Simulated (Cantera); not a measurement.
A closed system holds: 1 mol Fe, a varied amount of SO₂, 1.8 mol CO, equilibrated at 1550 °C and 0.000100 bar.

Method: chemical equilibrium by Gibbs-energy minimisation in Cantera with the NASA 1993 tables (ideal gas, pure condensed phases). Candidate condensed phases: C, Fe, Fe(CO)₅, FeO, FeS, FeSO₄, FeS₂, Fe₂O₃, Fe₂(SO₄)₃, Fe₃O₄, S; 25 gas species. The tables' stoichiometric FeO is somewhat more stable than real wüstite, so its field is too wide. FeO: taken at fixed stoichiometry. Kinetics and transport are ignored.

Question: Which condensed phases are stable at each of these points (n(SO₂) (mol)): 0.028, 0.043, 0.068, 0.11, 0.17, 0.27, 0.42, 0.66, 1, 1.6, 2.6?

Answer: 
```csv
n(SO₂) (mol),condensed phases,Fe condensed (%)
0.028,gas only,0.0
0.043,gas only,0.0
0.068,gas only,0.0
0.11,gas only,0.0
0.17,gas only,0.0
0.27,gas only,0.0
0.42,FeO(l),6.3
0.66,FeO(l),16.7
1,FeO(l),25.7
1.6,FeO(l),32.8
2.6,FeO(l),35.8
```

From 0.028 mol SO₂ to 0.27 mol SO₂ nothing is condensed. From 0.42 mol SO₂ to 2.6 mol SO₂ the condensed part is FeO(l).
